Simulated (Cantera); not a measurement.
**Equilibrium for silicon oxide and oxynitride deposition: HMDSO + O₂**

Input: 1 mol HMDSO, a varied amount of O₂, held at 1425 °C and 0.290 bar.

Method: chemical equilibrium by Gibbs-energy minimisation in Cantera with the NASA 1993 tables (ideal gas, pure condensed phases). Candidate condensed phases: C, C₆H₆, C₇H₈, C₈H₁₈, H₂O, Si, SiC, SiO₂; 123 gas species. The feed counts by its element totals alone. Mutual solubility and eutectic melting of coexisting phases are not modelled. The tables hold silica as quartz up to 1696 K and as liquid above; real silica turns to tridymite and cristobalite and melts near 1996 K. Gases not in the tables: Si(OH)₄. The numbers say what is thermodynamically allowed, not how fast it happens.

From 3.4 mol O₂ to 4.2 mol O₂ the condensed part is SiC(s) + SiO₂(condensed). From 5.3 mol O₂ to 24 mol O₂ the condensed part is SiO₂(condensed).

```csv
n(O₂) (mol),x H₂,x H₂O,x O₂,x CO₂,x CO,n SiC(s),n SiO₂(condensed)
3.4,0.624,7.38e-5,<1e-12,1.28e-5,0.368,0.696,1.19
4.2,0.602,7.26e-5,<1e-12,1.38e-5,0.390,0.162,1.72
5.3,0.512,0.0876,3.91e-11,0.0191,0.381,0,2.00
6.5,0.388,0.212,3.98e-10,0.0551,0.345,0,2.00
8.1,0.241,0.359,2.96e-9,0.121,0.279,0,2.00
10,0.102,0.498,3.19e-8,0.235,0.165,0,2.00
12,0.000681,0.598,0.00103,0.398,0.00154,0,2.00
15,4.48e-5,0.499,0.166,0.333,0.000102,0,2.00
19,2.65e-5,0.408,0.318,0.273,6.03e-5,0,2.00
24,1.83e-5,0.333,0.444,0.222,4.16e-5,0,2.00
```
x: gas mole fraction; n: condensed amount in mol.
